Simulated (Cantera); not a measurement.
**Transport properties of process gases**

Gas mixture: C2H2 = 0.24 (molar parts), at 7.20 Torr, frozen composition.

Cantera's kinetic-theory transport with the Lennard-Jones parameters of GRI-Mech 3.0, ideal gas; thermal conductivity in the multicomponent form. The composition is frozen, though it would react at the higher temperatures.

| T (K) | ρ (kg/m³) | cp (J/kg/K) | μ (µPa s) | λ (mW/m/K) | Pr | D (cm²/s) NO | D (cm²/s) CO2 | D (cm²/s) H |
|---|---|---|---|---|---|---|---|---|
| 400 | 0.00752 | 1931 | 13.6 | 35.6 | 0.737 | 29.1 | 22.4 | 164 |
| 650 | 0.00463 | 2288 | 20.1 | 62.3 | 0.737 | 68.0 | 54.1 | 388 |
| 900 | 0.00334 | 2526 | 25.5 | 87.4 | 0.736 | 118 | 95.7 | 679 |
| 1150 | 0.00261 | 2718 | 30.2 | 112 | 0.735 | 179 | 146 | 1030 |
| 1400 | 0.00215 | 2870 | 34.5 | 135 | 0.734 | 248 | 204 | 1430 |
| 1650 | 0.00182 | 2988 | 38.5 | 157 | 0.733 | 326 | 268 | 1880 |
| 1900 | 0.00158 | 3079 | 42.2 | 178 | 0.732 | 412 | 340 | 2380 |
| 2150 | 0.00140 | 3152 | 45.8 | 197 | 0.731 | 506 | 418 | 2930 |
| 2400 | 0.00125 | 3209 | 49.2 | 216 | 0.731 | 607 | 502 | 3520 |
D: mixture-averaged diffusion coefficient of that species in the mixture.
